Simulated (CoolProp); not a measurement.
The fluid at 293.15 K and 0.185 MPa (gas) is heated at constant pressure to 347.4 K. The same conditions are run with several fluids, on thermodynamics alone (safety and materials aside).

The numbers come from the reference Helmholtz-energy equation of state of each fluid (normal hydrogen: Leachman 2009; R125: Lemmon 2005; ammonia: Gao 2020; hydrogen chloride: Thol 2018; dimethyl ether: Wu 2011) in CoolProp.

| fluid | heat (kJ/kg) | final density (kg/m³) |
|---|---|---|
| normal hydrogen | 780 | 0.129 |
| R125 | 45.3 | 7.81 |
| ammonia | 121 | 1.10 |
| hydrogen chloride | 44.2 | 2.35 |
| dimethyl ether | 83.8 | 3.01 |
